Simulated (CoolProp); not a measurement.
Vapour-liquid equilibrium of toluene (1) + o-xylene (2) at 0.171 MPa; x and y are mole fractions of (1).

Values from CoolProp's multi-fluid Helmholtz-energy mixture model, Lemmon 2006 and Zhou 2012; pair parameters Bell 2016.

```json
[
 {"x": "0.05", "bubble temperature (°C)": "(withheld)", "y at the bubble point": "0.099", "dew temperature at overall composition x (°C)": "164.1", "liquid density (mol/L)": "7.111"},
 {"x": "0.2", "bubble temperature (°C)": "156.1", "y at the bubble point": "0.352", "dew temperature at overall composition x (°C)": "160.3", "liquid density (mol/L)": "7.287"},
 {"x": "0.35", "bubble temperature (°C)": "149.8", "y at the bubble point": "(withheld)", "dew temperature at overall composition x (°C)": "156.1", "liquid density (mol/L)": "(withheld)"},
 {"x": "0.5", "bubble temperature (°C)": "(withheld)", "y at the bubble point": "0.696", "dew temperature at overall composition x (°C)": "(withheld)", "liquid density (mol/L)": "7.638"},
 {"x": "0.65", "bubble temperature (°C)": "139.5", "y at the bubble point": "0.811", "dew temperature at overall composition x (°C)": "(withheld)", "liquid density (mol/L)": "7.814"},
 {"x": "0.8", "bubble temperature (°C)": "135.2", "y at the bubble point": "0.902", "dew temperature at overall composition x (°C)": "140.0", "liquid density (mol/L)": "(withheld)"},
 {"x": "0.95", "bubble temperature (°C)": "131.3", "y at the bubble point": "0.978", "dew temperature at overall composition x (°C)": "132.8", "liquid density (mol/L)": "8.173"}
]
```

### Question
Complete the blanks.

### Answer

- 0.05, bubble temperature (°C): 162.9
- 0.35, y at the bubble point: 0.547
- 0.35, liquid density (mol/L): 7.463
- 0.5, bubble temperature (°C): 144.3
- 0.5, dew temperature at overall composition x (°C): 151.4
- 0.65, dew temperature at overall composition x (°C): 146.1
- 0.8, liquid density (mol/L): 7.991

No azeotrope shows between x = 0.05 and 0.95.

Pair parameters are fitted to limited data, so mixtures are less certain than the pure fluids.
